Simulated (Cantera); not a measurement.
Cantera with NASA thermochemical tables; ideal gases at 1 bar, condensed phases pure. Values are per mole of reaction as written; species without (g) are pure solids or liquids, kept so even where they would boil at 1 bar.

Nb₂O₅ + 2 H(g) → H₂O(g) + 2 NbO₂(g)

| T (K) | ΔH° (kJ) | ΔS° (J/K) | ΔG° (kJ) | log10 K | condensed phases |
|---|---|---|---|---|---|
| 1675 | 736.4 | 262.7 | 296.3 | -9.24 | Nb₂O₅(s) |
| 1775 | 730.3 | 259.2 | 270.2 | -7.95 | Nb₂O₅(s) |
| 1875 | 614.8 | 194.6 | 249.8 | -6.96 | Nb₂O₅(l) |
| 1975 | ? | ? | ? | ? | Nb₂O₅(l) |
| 2075 | ? | ? | ? | ? | Nb₂O₅(l) |
| 2175 | 579.8 | 177.3 | 194.1 | -4.66 | Nb₂O₅(l) |
| 2275 | ? | ? | ? | ? | Nb₂O₅(l) |
| 2375 | 556.8 | 167.2 | 159.7 | -3.51 | Nb₂O₅(l) |
| 2475 | ? | ? | ? | ? | Nb₂O₅(l) |

Question: What belongs in the gaps?

Answer: 
- 1975, ΔH° (kJ): 603.0
- 1975, ΔS° (J/K): 188.5
- 1975, ΔG° (kJ): 230.7
- 1975, log10 K: -6.10
- 2075, ΔH° (kJ): 591.4
- 2075, ΔS° (J/K): 182.8
- 2075, ΔG° (kJ): 212.1
- 2075, log10 K: -5.34
- 2275, ΔH° (kJ): 568.3
- 2275, ΔS° (J/K): 172.1
- 2275, ΔG° (kJ): 176.6
- 2275, log10 K: -4.06
- 2475, ΔH° (kJ): 545.4
- 2475, ΔS° (J/K): 162.5
- 2475, ΔG° (kJ): 143.2
- 2475, log10 K: -3.02
